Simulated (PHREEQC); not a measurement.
Dissolve 0.0057 mol/kgw KHCO3 and 0.2 mol/kgw K2HPO4 at 85 °C. Closed to the air; pH follows from the charge balance.

The numbers come from PHREEQC with the ion-association model, wateq4f.dat.

This is a speciation only: nothing precipitates in the calculation.

### Question
Predict the pH, activity of water.

### Answer
pH 8.59; activity of water 0.990.

### Question
In which forms is K present?

### Answer
K+ 95 %, KHPO4- 5.2 % of the K.

H3PO4, which wateq4f.dat lacks, is added to it with the constant of phreeqc.dat. At this temperature some constants are extrapolated from 25 °C, and those without enthalpy data are left unchanged.
